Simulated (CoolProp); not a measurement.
Vapour-liquid equilibrium of toluene (1) + p-xylene (2) at 467.3 K; x and y are mole fractions of (1).

The numbers come from the multi-fluid Helmholtz-energy mixture model, Lemmon 2006 and Zhou 2012; pair parameters Bell 2016 in CoolProp.

```tsv
x	bubble pressure, mixture model (MPa)	bubble pressure, Raoult's law (MPa)	y, mixture model	y, Raoult's law
0.05	0.3828	0.3834	0.082	0.088
0.2	0.4280	0.4295	0.298	0.314
0.35	0.4740	0.4755	0.477	0.497
0.5	0.5203	0.5216	0.628	0.647
0.65	0.5667	0.5677	0.756	0.773
0.8	0.6131	0.6138	0.868	0.880
0.95	0.6596	0.6598	0.969	0.972
```

The largest gap from Raoult's law is -0.3 % in bubble pressure, at x = 0.2. No azeotrope shows between x = 0.05 and 0.95.

The pair parameters rest on a limited set of measurements; away from them the model extrapolates.
